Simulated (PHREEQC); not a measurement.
Consider water at 20 °C with 0.1 mol/kgw KHCO3 and 0.00015 mol/kgw NH3. Closed to the air; pH follows from the charge balance.

Equilibrium calculation in PHREEQC: ion-association model, phreeqc.dat.

No solid was allowed to form.

Q: Predict the pH, specific conductance.

A: pH 8.19; specific conductance 8780 µS/cm.

Q: In which forms is C present?

A: HCO3- 98 %, CO3-2 1.3 %, CO2 1.2 % of the C.
